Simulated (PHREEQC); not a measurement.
Dissolve 0.074 mol/kgw H2SO4 and 0.0037 mol/kgw NiSO4 at 25 °C. Closed to the air; pH follows from the charge balance.

Equilibrium calculation in PHREEQC: ion-association model, wateq4f.dat.

```
quantity                        before     after
-----------------------------  -------  --------
pH                                1.14      6.32
ionic strength (mol/kgw)         0.115    0.0119
HSO4- (mol/kgw)                 0.0588   1.01e-7
SO4-2 (mol/kgw)                 0.0178   0.00298
Ni+2 (mol/kgw)                 0.00259   0.00298
NiSO4 (mol/kgw)                0.00111  0.000716
SI of Morenosite (NiSO4:7H2O)    -2.88     -3.07
```

Name the change that produced these shifts.
(A) temperature from 25 to 60 °C
(B) temperature from 25 to 10 °C
(C) diluted 2-fold with water
(D) H2SO4 left out

D, H2SO4 left out

No solid was allowed to form.
